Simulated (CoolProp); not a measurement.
A closed Brayton cycle with carbon dioxide: compressor inlet 315.15 K and 9.8 MPa, high pressure 33.2 MPa, turbine inlet 675 K, compressor efficiency 0.85, turbine efficiency 0.85, recuperator effectiveness 0 (on enthalpy, no pinch check). Each further row changes one setting.

Values from CoolProp's reference Helmholtz-energy equation of state, Span 1996.

```tsv
case	thermal efficiency (%)	net work (kJ/kg)	compressor to turbine work	compressor exit (K)	turbine exit (K)
as stated	16.0	74.7	0.36	365.8	550.2
turbine inlet 625 K	15.6	62.9	0.40	365.8	504.5
compressor inlet 325.15 K	15.3	58.1	0.50	410.8	550.2
high pressure 28.2 MPa	14.4	69.0	0.33	358.1	566.5
recuperator effectiveness 0.5	21.2	74.7	0.36	365.8	550.2
```
